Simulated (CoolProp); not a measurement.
Cyclopropane at several states: density (kg/m³) from the reference equation and from simpler models built on Tc = 398.7 K, pc = 5605 kPa, ω = 0.131; each cubic takes its own stable root.

The numbers come from the reference Helmholtz-energy equation of state, Polt 1992 in CoolProp. This equation is an older, rougher fit; its heat capacities, sound speeds and derivatives of the liquid may be far off and weren't checked against measurements.

```tsv
T (K)	p (kPa)	phase	reference
376.5	11700	liquid	515.8
378.8	2000	gas	31.93
350.7	383	gas	5.736
294.3	11.4	gas	0.1964
282.3	9500	liquid	658.1
421.8	6770	supercritical	164.8
```

### Question
How far does each simpler model (van der Waals, Redlich-Kwong, Soave-Redlich-Kwong) lie from the reference over these 6 states: mean and median of the absolute difference, and the worst?

### Answer
- van der Waals: mean 12.9 %, median 5.1 %, worst -35.3 % at 282.3 K and 9500 kPa
- Redlich-Kwong: mean 3.3 %, median 0.4 %, worst -10.9 % at 376.5 K and 11700 kPa
- Soave-Redlich-Kwong: mean 3.6 %, median 2.4 %, worst -10.0 % at 376.5 K and 11700 kPa
